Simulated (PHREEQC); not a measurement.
1 kg of water holding 0.018 mol Na2CO3, 0.035 mol NaCl and 0.2 mol Na2SO4 is evaporated at 30 °C; the solids stay in contact with the brine. CO2 is held at log p = -3.4 (atm). Only these solids could form: Burkeite, Halite, Mirabilite, Nahcolite, Natron, Thenardite, Trona.

All values are PHREEQC results (Pitzer model, pitzer.dat), not measurements.

```
water left (kg)  ionic strength  water activity  Thenardite (mol)  Mirabilite (mol)  Cl in solution (mol/kgw)  C in solution (mol/kgw)
---------------  --------------  --------------  ----------------  ----------------  ------------------------  -----------------------
0.9999                    0.679           0.990                 0                 0                    0.0350                   0.0277
0.8218                    0.827           0.988                 0                 0                    0.0426                   0.0329
0.6754                        …           0.986                 0                 0                    0.0518                   0.0391
0.5551                     1.23           0.983                 0                 0                    0.0631                   0.0465
0.4562                     1.49           0.979                 0                 0                    0.0767                   0.0554
0.3749                     1.82           0.975                 0                 0                    0.0933                   0.0660
0.3082                     2.22           0.971                 0                 0                     0.114                   0.0787
0.2533                     2.70           0.965                 0                 0                     0.138                   0.0940
0.2081                     3.28           0.958                 0                 0                     0.168                    0.112
0.1711                     4.00           0.949                 0                 0                     0.205                    0.135
0.1406                     4.87           0.938                 0                 0                     0.249                    0.162
0.1156                     5.92           0.925                 0                 0                     0.303                    0.195
0.09497                    7.21           0.907                 0                 0                     0.369                    0.235
0.07803                    8.78               …                 0                 0                     0.449                    0.285
0.05419                    9.59           0.866                 0            0.0552                     0.646                    0.401
0.0404                     10.2           0.849            0.0230            0.0684                     0.866                    0.528
0.0404                     10.2           0.849            0.0752            0.0162                     0.866                    0.528
0.03561                    10.1           0.846             0.108                 0                     0.983                    0.592
0.02927                    10.0               …             0.131                 0                      1.20                    0.709
0.02405                    9.94           0.831             0.149                 0                      1.46                    0.851
```

Fill in the missing entries.


- 0.6754, ionic strength: 1.01
- 0.07803, water activity: 0.884
- 0.02927, water activity: 0.840
